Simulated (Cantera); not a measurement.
What does this Cantera script print?

```python
import numpy as np
import cantera as ct

gas = ct.Solution("gri30.yaml")


def delay(T, t_max=10):
    gas.TPX = T, 170000, {'C3H8': 1, 'O2': 10.2, 'N2': 39.8}
    reactor = ct.IdealGasReactor(gas, clone=False)
    net = ct.ReactorNet([reactor])
    net.rtol, net.atol = 1e-8, 1e-16
    while net.time < t_max:
        t_old, T_old = net.time, reactor.T
        net.step()
        if reactor.T > T + 400:  # ignition: a rise of 400 K
            return t_old + (T + 400 - T_old) / (reactor.T - T_old) * (net.time - t_old)
    return np.nan


taus = []
for T in [1050, 1150, 1250, 1350, 1450, 1550, 1650, 1750, 1850]:
    taus.append(delay(T))
    print(f"T0 = {T:6g} K   tau = {taus[-1]:.4e} s")
```

It prints:

```
T0 =   1050 K   tau = 1.1095e-01 s
T0 =   1150 K   tau = 1.2157e-02 s
T0 =   1250 K   tau = 1.6205e-03 s
T0 =   1350 K   tau = 3.0438e-04 s
T0 =   1450 K   tau = 8.3216e-05 s
T0 =   1550 K   tau = 3.1739e-05 s
T0 =   1650 K   tau = 1.5659e-05 s
T0 =   1750 K   tau = 9.2683e-06 s
T0 =   1850 K   tau = 6.2218e-06 s
```

Model: GRI-Mech 3.0 (53 species, 325 reactions), integrated in Cantera. GRI-Mech 3.0 was tuned for natural gas; its chemistry of propane as a main component is partial and can be far from experiment.
